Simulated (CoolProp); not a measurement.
Vapour-liquid equilibrium of R124 (1) + R142b (2) at 19.7 kPa; x and y are mole fractions of (1).

Computed with CoolProp (multi-fluid Helmholtz-energy mixture model, de Vries 1995 and Lemmon 2006; pair parameters Bell 2016).

```json
[
 {"x": "0.05", "bubble temperature, mixture model (°C)": "-43.5", "bubble temperature, Raoult's law (°C)": "-43.5", "y, mixture model": "0.052", "y, Raoult's law": "0.055"},
 {"x": "0.125", "bubble temperature, mixture model (°C)": "-43.5", "bubble temperature, Raoult's law (°C)": "-43.7", "y, mixture model": "0.130", "y, Raoult's law": "0.137"},
 {"x": "0.2", "bubble temperature, mixture model (°C)": "-43.6", "bubble temperature, Raoult's law (°C)": "-43.8", "y, mixture model": "0.207", "y, Raoult's law": "0.217"},
 {"x": "0.275", "bubble temperature, mixture model (°C)": "-43.7", "bubble temperature, Raoult's law (°C)": "-44.0", "y, mixture model": "0.284", "y, Raoult's law": "0.296"},
 {"x": "0.35", "bubble temperature, mixture model (°C)": "-43.7", "bubble temperature, Raoult's law (°C)": "-44.1", "y, mixture model": "0.362", "y, Raoult's law": "0.373"},
 {"x": "0.425", "bubble temperature, mixture model (°C)": "-43.8", "bubble temperature, Raoult's law (°C)": "-44.2", "y, mixture model": "0.440", "y, Raoult's law": "0.450"},
 {"x": "0.5", "bubble temperature, mixture model (°C)": "-43.9", "bubble temperature, Raoult's law (°C)": "-44.4", "y, mixture model": "0.519", "y, Raoult's law": "0.525"},
 {"x": "0.575", "bubble temperature, mixture model (°C)": "-44.0", "bubble temperature, Raoult's law (°C)": "-44.5", "y, mixture model": "0.597", "y, Raoult's law": "0.599"},
 {"x": "0.65", "bubble temperature, mixture model (°C)": "-44.2", "bubble temperature, Raoult's law (°C)": "-44.6", "y, mixture model": "0.675", "y, Raoult's law": "0.673"},
 {"x": "0.725", "bubble temperature, mixture model (°C)": "-44.3", "bubble temperature, Raoult's law (°C)": "-44.7", "y, mixture model": "0.751", "y, Raoult's law": "0.745"},
 {"x": "0.8", "bubble temperature, mixture model (°C)": "-44.5", "bubble temperature, Raoult's law (°C)": "-44.9", "y, mixture model": "0.825", "y, Raoult's law": "0.816"},
 {"x": "0.875", "bubble temperature, mixture model (°C)": "-44.8", "bubble temperature, Raoult's law (°C)": "-45.0", "y, mixture model": "0.894", "y, Raoult's law": "0.886"},
 {"x": "0.95", "bubble temperature, mixture model (°C)": "-45.0", "bubble temperature, Raoult's law (°C)": "-45.1", "y, mixture model": "0.960", "y, Raoult's law": "0.955"}
]
```

The largest gap from Raoult's law is +0.5 K in bubble temperature, at x = 0.575. No azeotrope shows between x = 0.05 and 0.95.

The pair parameters rest on a limited set of measurements; away from them the model extrapolates.
